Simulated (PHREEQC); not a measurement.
0.29 g of hydrous ferric oxide (600 m²/g; 0.2 weak and 0.005 strong sites per Fe, Dzombak-Morel constants, diffuse double layer) in 1 kg of water with 0.3 mol/kgw of an inert sodium salt, at 25 °C; the pH is set by adding NaOH or the inert anion's acid. Oxygen alone is held at its pressure in air (log pO2 = -0.68). The system is closed to CO2. No solid was allowed to form.

Computed with PHREEQC (ion-association model, wateq4f.dat).

```json
[
 {"pH": "3", "surface charge σ (C/m²)": "0.368", "surface potential ψ (mV)": "126"},
 {"pH": "4.33", "surface charge σ (C/m²)": "0.331", "surface potential ψ (mV)": "…"},
 {"pH": "5", "surface charge σ (C/m²)": "0.269", "surface potential ψ (mV)": "…"},
 {"pH": "5.67", "surface charge σ (C/m²)": "…", "surface potential ψ (mV)": "…"},
 {"pH": "7", "surface charge σ (C/m²)": "…", "surface potential ψ (mV)": "…"},
 {"pH": "8.33", "surface charge σ (C/m²)": "-0.012", "surface potential ψ (mV)": "-9"},
 {"pH": "9", "surface charge σ (C/m²)": "-0.051", "surface potential ψ (mV)": "-38"},
 {"pH": "9.67", "surface charge σ (C/m²)": "…", "surface potential ψ (mV)": "…"},
 {"pH": "11", "surface charge σ (C/m²)": "-0.244", "surface potential ψ (mV)": "-105"}
]
```

Question: Some entries are withheld; supply them.

Answer: 
- 4.33, surface potential ψ (mV): 120
- 5, surface potential ψ (mV): 110
- 5.67, surface charge σ (C/m²): 0.191
- 5.67, surface potential ψ (mV): 93
- 7, surface charge σ (C/m²): 0.066
- 7, surface potential ψ (mV): 46
- 9.67, surface charge σ (C/m²): -0.101
- 9.67, surface potential ψ (mV): -64

Species that the database lacks are ignored. The oxide is taken as insoluble; below pH 4 it would dissolve.
